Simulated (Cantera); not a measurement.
Charge: 1 mol Si, a varied amount of Cl2, at 575 °C and 0.00230 bar.

Cantera equilibrium calculation (NASA polynomials, part measured and part estimated; ideal gas, pure solids and liquids). Candidate condensed phases: Si; 9 gas species. Rates play no part.

### Question
Which condensed phases are stable at each of these points (n(Cl2) (mol)): 0.84, 1.6, 2.3, 3, 3.8, 4.5, 5.2, 6, 6.7?

### Answer
```
n(Cl2) (mol)  condensed phases  Si condensed (%)
------------  ----------------  ----------------
0.84                     Si(s)              58.0
1.6                      Si(s)              19.9
2.3                   gas only               0.0
3                     gas only               0.0
3.8                   gas only               0.0
4.5                   gas only               0.0
5.2                   gas only               0.0
6                     gas only               0.0
6.7                   gas only               0.0
```

From 0.84 mol Cl2 to 1.6 mol Cl2 the condensed part is Si(s). From 2.3 mol Cl2 to 6.7 mol Cl2 nothing is condensed.
